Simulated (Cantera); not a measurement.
Charge: 1 mol Ta2O5, 680 mol H2, a varied amount of H2O, equilibrated at 970 Pa.

Equilibrium computed with Cantera from the NASA thermochemical tables; the gas is ideal and each condensed phase is pure. Candidate condensed phases: H2O, Ta, Ta2O5; 12 gas species. Mutual solubility and eutectic melting of coexisting phases are not modelled. Condensed phases not in the tables: N, O or C dissolved in the metal. Equilibrium is a limit: real reactors are often held back by kinetics, nucleation or transport.

Stable condensed phases, one row left out:

```
T in K \ n(H2O) in mol
         0.091  0.13  0.18  0.24  0.34  0.47  0.65   0.9   1.3   1.7   2.4   3.3
   2150      A     A     A     A     A     A     A     A     A     B     B     B
   2000      A     A     A     A     A     A     A     A     B     B     B     B
   1850      A     A     A     A     A     A     B     B     B     B     B     B
   1700      A     A     A     A     B     B     B     B     B     B     B     B
   1400      B     B     B     B     B     B     B     B     B     B     B     B
   1250      B     B     B     B     B     B     B     B     B     B     B     B
   1100      B     B     B     B     B     B     B     B     B     B     B     B
    950      B     B     B     B     B     B     B     B     B     B     B     B
```

A: Ta + Ta2O5; B: Ta2O5.

### Question
Give the row for 1550 K.

### Answer
0.091: Ta + Ta2O5; 0.13: Ta2O5; 0.18: Ta2O5; 0.24: Ta2O5; 0.34: Ta2O5; 0.47: Ta2O5; 0.65: Ta2O5; 0.9: Ta2O5; 1.3: Ta2O5; 1.7: Ta2O5; 2.4: Ta2O5; 3.3: Ta2O5.
